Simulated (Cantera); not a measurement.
A Cantera script and its output.

```python
import numpy as np
import cantera as ct

gas = ct.Solution("gri30.yaml")
gas.TPX = 1350, 81000, {'C2H6': 1, 'H2': 1.6}
reactor = ct.IdealGasConstPressureReactor(gas, energy="off", clone=False)
net = ct.ReactorNet([reactor])
net.rtol, net.atol = 1e-08, 1e-18
show = ['C2H6', 'H2', 'C2H2', 'CH3', 'C2H']
times = np.geomspace(0.0001, 30, 9)

steps = ct.SolutionArray(gas, extra=["t"])
rows = []
print(f"{'t/s':>10s}{'T/K':>9s}{'P/Pa':>11s}" + "".join(f"{s:>11s}" for s in show))
for t in times:
    while net.time < t:
        t_next = net.step()
        steps.append(gas.state, t=t_next)
    rows.append([np.interp(t, steps.t, y) for y in (steps.T, steps.P, *steps(*show).X.T)])
    print(f"{t:10.3e}{rows[-1][0]:9.1f}{rows[-1][1]:11.4g}" + "".join(f"{x:11.3e}" for x in rows[-1][2:]))
rate = np.gradient(steps.T, steps.t)
print("integrator steps:", len(steps.t))
if steps.T.max() > steps.T[0] + 200:
    print(f"time of steepest temperature rise: {steps.t[rate.argmax()]:.4e} s")
gas.TPX = 1350, 81000, {'C2H6': 1, 'H2': 1.6}
gas.equilibrate("TP")
print(f"equilibrium (TP): T = {gas.T:.1f} K  " + "  ".join(f"{s} {gas[s].X[0]:.3e}" for s in show))
```

It prints:

```
       t/s      T/K       P/Pa       C2H6         H2       C2H2        CH3        C2H
 1.000e-04   1350.0    8.1e+04  3.370e-01  6.221e-01  6.732e-05  3.322e-04  2.445e-12
 4.838e-04   1350.0    8.1e+04  1.816e-01  6.421e-01  1.845e-03  2.635e-04  6.841e-11
 2.340e-03   1350.0    8.1e+04  1.987e-02  6.605e-01  1.673e-02  9.569e-05  4.466e-10
 1.132e-02   1350.0    8.1e+04  2.812e-03  6.670e-01  4.684e-02  3.797e-05  5.450e-10
 5.477e-02   1350.0    8.1e+04  1.727e-03  6.715e-01  9.306e-02  3.331e-05  8.592e-10
 2.650e-01   1350.0    8.1e+04  1.200e-03  6.528e-01  1.082e-01  3.190e-05  7.418e-10
 1.282e+00   1350.0    8.1e+04  9.204e-04  5.975e-01  9.662e-02  3.243e-05  4.444e-10
 6.201e+00   1350.0    8.1e+04  6.337e-04  5.255e-01  8.049e-02  3.033e-05  2.400e-10
 3.000e+01   1350.0    8.1e+04  5.391e-04  4.943e-01  7.312e-02  2.928e-05  1.859e-10
integrator steps: 1472
equilibrium (TP): T = 1350.0 K  C2H6 5.378e-04  H2 4.939e-01  C2H2 7.302e-02  CH3 2.926e-05  C2H 1.852e-10
```

Detailed kinetics in Cantera: GRI-Mech 3.0 (53 species, 325 reactions). GRI-Mech 3.0 stops at C3 and has no aromatics, soot or wall deposition, so with more carbon than oxygen in the feed, carbon stays in small species such as C2H2 where larger ones or solid carbon would form.
